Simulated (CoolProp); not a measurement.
Saturation properties of c-C4F8 (RC318) (Tc = 115.2 °C, pc = 2778 kPa, ω = 0.355).

Values from CoolProp's reference Helmholtz-energy equation of state, Platzer 1990. This equation is an older, rougher fit; its heat capacities, sound speeds and derivatives of the liquid may be far off and weren't checked against measurements.

| T (°C) | p (kPa) | vapour density (kg/m³) | surface tension (mN/m) |
|---|---|---|---|
| 0.25 | [?] | 12.09 | 11.1 |
| 15.55 | 228.4 | [?] | 9.26 |
| 30.85 | 375.2 | 33.56 | [?] |
| 46.15 | 584.1 | 52.35 | 5.86 |
| 61.45 | [?] | 79.62 | [?] |
| 76.75 | 1249 | [?] | 2.82 |
| 91.95 | [?] | 182.8 | 1.50 |
| 107.25 | 2372 | 306.3 | 0.394 |

### Question
Complete the blanks.

### Answer

- 0.25, p (kPa): 130.2
- 15.55, vapour density (kg/m³): 20.69
- 30.85, surface tension (mN/m): 7.52
- 61.45, p (kPa): 869.8
- 61.45, surface tension (mN/m): 4.28
- 76.75, vapour density (kg/m³): 119.9
- 91.95, p (kPa): 1738

It boils at -6.0 °C under 1 atm.

Surface tension comes from a separate correlation (Mulero 2012).
